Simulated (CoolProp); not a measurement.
Saturated liquid density (kg/m³) of dimethyl carbonate: the reference equation beside estimates from Tc = 557.0 K, pc = 4.909 MPa, ω = 0.346. Rackett uses Z = 0.29056 − 0.08775 ω.

Values from CoolProp's reference Helmholtz-energy equation of state, Zhou 2011.

| T (K) | reference | Rackett | van der Waals | Redlich-Kwong | Soave-Redlich-Kwong | Peng-Robinson |
|---|---|---|---|---|---|---|
| 410.2 | 903.7 | 920.5 | 527.0 | 758.1 | 804.2 | 911.2 |
| 421.6 | 885.5 | 901.4 | 516.3 | 739.0 | 785.6 | 890.7 |
| 433.1 | 866.4 | 881.4 | 505.0 | 718.7 | 765.6 | 868.4 |
| 444.5 | 846.8 | 860.6 | 493.2 | 697.4 | 744.3 | 844.7 |
| 455.9 | 826.4 | 838.8 | 480.8 | 675.0 | 721.5 | 819.0 |
| 467.4 | 804.7 | 815.6 | 467.5 | 651.0 | 696.7 | 790.9 |
| 478.8 | 781.9 | 791.2 | 453.4 | 625.6 | 670.0 | 760.5 |
| 490.2 | 757.4 | 764.8 | 438.1 | 598.2 | 640.9 | 727.0 |
| 501.6 | 730.6 | 736.2 | 421.5 | 568.5 | 608.6 | 689.7 |
| 513.1 | 700.3 | 703.9 | 402.9 | 535.3 | 572.2 | 647.3 |
| 524.5 | 665.0 | 667.2 | 381.8 | 498.2 | 530.7 | 598.6 |

Absolute difference from the reference over all 11 rows, mean and median: Rackett 1.2 and 1.4 %, van der Waals 42.0 and 41.9 %, Redlich-Kwong 19.7 and 19.1 %, Soave-Redlich-Kwong 14.3 and 13.4 %, Peng-Robinson 3.1 and 1.7 %.
